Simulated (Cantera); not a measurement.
A Cantera script and what it prints.

```python
import numpy as np
import cantera as ct

gas_names = """
    AL ALCL ALCL2 ALCL3 ALH ALN ALO ALOCL ALOH ALO2 ALO2H AL2 AL2CL6 AL2O AL2O2 CL CLO CL2 H HALO HCL
    HNO HNO2 HNO3 HOCL HO2 H2 H2O H2O2 N NH NH2 NH3 NH2OH NO NO2 NO3 N2 N2H2 N2H4 N2O O OH O2 O3
""".split()
cond_names = """
    AL(cr) AL(L) ALCL3(s) ALCL3(L) ALN(s) AL2O3(a) AL2O3(L) H2O(s) H2O(L) NH4CL(a) NH4CL(b)
""".split()


def load(file, names, dense=False):
    # The tables refer to 1 bar. Condensed volumes are neglected.
    table = {s.name: s for s in ct.Species.list_from_file(file)}
    out = []
    for n in names:
        d = dict(table[n].input_data)
        d["thermo"] = dict(d["thermo"], **{"reference-pressure": 1e5})
        if dense:
            d["equation-of-state"] = {"model": "constant-volume", "density": "1e6 g/cm^3"}
        out.append(ct.Species.from_dict(d))
    return out


gas = ct.Solution(thermo="ideal-gas", species=load("nasa_gas.yaml", gas_names))
cond = {s.name: ct.Solution(thermo="fixed-stoichiometry", species=[s], name=s.name)
        for s in load("nasa_condensed.yaml", cond_names, dense=True)}
atoms = {
    'Al': {'AL': 1},
    'HCl': {'H': 1, 'CL': 1},
    'N2': {'N': 2},
    'H2O': {'H': 2, 'O': 1},
}
top_T = {'ALN(s)': 2750}  # K; cautious upper limits of use, not melting points


def equilibrate(T, P, feed):
    n = {}
    for name, mol in feed.items():
        for a, k in atoms[name].items():
            n[a] = n.get(a, 0.0) + k * mol
    gas.TPX = T, P, n
    mass = sum(n.values()) * gas.mean_molecular_weight
    gas.equilibrate("TP")
    valid = [c for c in cond.values() if c.min_temp <= T <= top_T.get(c.name, c.max_temp)]
    mix = ct.Mixture([(gas, mass / gas.mean_molecular_weight)] + [(c, 0.0) for c in valid])
    mix.T, mix.P = T, P
    mix.equilibrate("TP", solver="vcs", rtol=1e-11, max_steps=5000)
    return mix


results = []
T = 1525  # K
P = 30000  # Pa
for m in [0.99, 1.8, 2.6, 3.3, 4.1, 4.9, 5.7, 6.5]:
    feed = {'Al': 1, 'HCl': m, 'N2': 340, 'H2O': 0.6}  # mol
    mix = equilibrate(T, P, feed)
    results.append((T, P, feed, dict(zip(mix.species_names, mix.species_moles))))

top = {s: max(r[3][s] / sum(r[3][g] for g in gas_names) for r in results) for s in gas_names}
cols = sorted((s for s in top if top[s] > 0.0001), key=lambda s: -top[s])[:6]
seen = [c for c in cond_names if any(r[3].get(c, 0) > 1e-12 for r in results)]
print("log10 of partial pressures in bar; condensed amounts in mol")
print(f"{'n(HCl)':>10s}" + "".join(f"{s[:9]:>10s}" for s in cols + seen))
for T, P, feed, n in results:
    ng = sum(n[g] for g in gas_names)
    print(f"{feed['HCl']:10.4g}" + "".join(f"{np.log10(max(n[s] / ng * P / 1e5, 1e-99)):10.3f}" for s in cols)
          + "".join(f"{n.get(c, 0):10.4g}" for c in seen))
```

Output:

```
log10 of partial pressures in bar; condensed amounts in mol
    n(HCl)        N2       HCL        H2     ALCL3     ALCL2      ALCL    ALN(s)  AL2O3(a)
      0.99    -0.525    -3.376    -3.124    -3.905    -4.642    -4.528    0.3986       0.2
       1.8    -0.526    -3.199    -3.001    -3.559    -4.411    -4.413    0.1965       0.2
       2.6    -0.527    -3.078    -2.905    -3.366    -4.292    -4.367         0       0.2
       3.3    -0.528    -2.861    -2.895    -3.326    -4.464    -4.751         0       0.2
       4.1    -0.528    -2.690    -2.891    -3.310    -4.616    -5.072         0    0.1999
       4.9    -0.529    -2.565    -2.890    -3.303    -4.733    -5.313         0    0.1999
       5.7    -0.530    -2.469    -2.889    -3.299    -4.826    -5.502         0    0.1999
       6.5    -0.531    -2.389    -2.889    -3.297    -4.903    -5.659         0    0.1998
```

Equilibrium computed with Cantera from the NASA thermochemical tables; the gas is ideal and each condensed phase is pure. Mutual solubility and eutectic melting of coexisting phases are not modelled. The tables' values for AlCl2 are old estimates; treat these amounts as uncertain.
